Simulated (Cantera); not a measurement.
A perfectly stirred reactor is fed with C₂H₆ : N₂ = 1 : 4.7 (molar parts), at 240 Pa; it is held at 1300 K, and followed from long to short residence time.

Cantera simulation using GRI-Mech 3.0 (53 species, 325 reactions); the numbers are that mechanism's predictions, not measurements. GRI-Mech 3.0 stops at C3 and has no aromatics, soot or wall deposition, so with more carbon than oxygen in the feed, carbon stays in small species such as C2H2 where larger ones or solid carbon would form. Radical loss at walls, strong at low pressure, is not modelled.

x: mole fraction; the columns are a selection and need not sum to one.

```csv
τ (s),x C₂H₆,x CH₃,x C₂H₂,x CH₂,x C₂H₄,x H,x HCN
2.8,0.00627,0.000670,0.0725,1.39e-7,0.0327,6.62e-5,1.16e-8
1.4,0.0116,0.000913,0.0570,2.08e-7,0.0454,6.88e-5,9.96e-9
0.71,0.0211,0.00124,0.0408,3.06e-7,0.0569,6.94e-5,8.54e-9
0.36,0.0374,0.00166,0.0257,4.28e-7,0.0634,6.74e-5,7.11e-9
0.18,0.0632,0.00211,0.0135,5.47e-7,0.0609,6.21e-5,5.65e-9
0.090,0.0963,0.00242,0.00557,6.11e-7,0.0480,5.43e-5,4.30e-9
0.045,0.129,0.00238,0.00168,5.70e-7,0.0301,4.50e-5,3.08e-9
0.023,0.153,0.00194,0.000359,4.20e-7,0.0150,3.49e-5,1.94e-9
0.011,0.167,…,…,…,…,…,8.47e-10
0.0057,0.173,0.000699,3.41e-6,8.09e-8,0.00158,1.33e-5,2.55e-10
0.0028,0.175,…,…,…,…,…,2.92e-11
```

Q: Fill in the missing entries.

A: 
- 0.011, x CH₃: 0.00121
- 0.011, x C₂H₂: 3.94e-5
- 0.011, x CH₂: 2.08e-7
- 0.011, x C₂H₄: 0.00525
- 0.011, x H: 2.31e-5
- 0.0028, x CH₃: 0.000384
- 0.0028, x C₂H₂: 1.41e-7
- 0.0028, x CH₂: 2.29e-8
- 0.0028, x C₂H₄: 0.000315
- 0.0028, x H: 5.44e-6
